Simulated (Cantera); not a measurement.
Feed: 1 mol SiC, 0.33 mol Si, 0.021 mol N₂, equilibrated at 2652 °C.

Method: chemical equilibrium by Gibbs-energy minimisation in Cantera with the NASA 1993 tables (ideal gas, pure condensed phases). Candidate condensed phases: C, Si, SiC, Si₃N₄; 20 gas species. Mutual solubility and eutectic melting of coexisting phases are not modelled. Rates play no part.

### Question
Which condensed phases are stable at each of these points (P (Pa)): 1, 4.60, 22, 100, 460, 2200, 10000, 46000, 220000, 1000000?

### Answer
```
P (Pa)   condensed phases  Si condensed (%)
-------  ----------------  ----------------
1                gas only               0.0
4.60             gas only               0.0
22               gas only               0.0
100              gas only               0.0
460              gas only               0.0
2200             gas only               0.0
10000              SiC(s)              46.3
46000      Si(l) + SiC(s)              99.3
220000     Si(l) + SiC(s)              99.9
1000000    Si(l) + SiC(s)             100.0
```

From 1.00 Pa to 2200 Pa nothing is condensed. At 10000 Pa the condensed part is SiC(s). From 46000 Pa to 1000000 Pa the condensed part is Si(l) + SiC(s).
